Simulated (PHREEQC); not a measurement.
## Sulfide liquor with brine

Solution A (0.0055 mol/kgw H2S, 0.00011 mol/kgw NaCl and 0.00034 mol/kgw MnCl2) is mixed with solution B (68 mmol/kgw CaCl2, 0.047 mmol/kgw H3BO3 and 0.013 mmol/kgw H4SiO4) at 25 °C; shares are by mass of water, 1 kg in all. The system is closed to oxygen. No CO2 enters from the air. Only these solids could form: Portlandite, Pyrochroite, SiO2(a), MnS(Green), Halite.

All values are PHREEQC results (ion-association model, wateq4f.dat), not measurements.

Problem. Predict pH, Mn+2 (mol/kgw), MnCl+ (mol/kgw) at share of solution B = 0.5, 0.6, 0.75, 0.85.

Solution. 
```csv
share of solution B,pH,Mn+2 (mol/kgw),MnCl+ (mol/kgw)
0.5,4.73,0.000153,1.65e-5
0.6,4.78,0.000121,1.48e-5
0.75,4.87,7.42e-5,1.06e-5
0.85,4.98,4.40e-5,6.84e-6
```

The polysulfide entries of wateq4f.dat were taken out for this run.
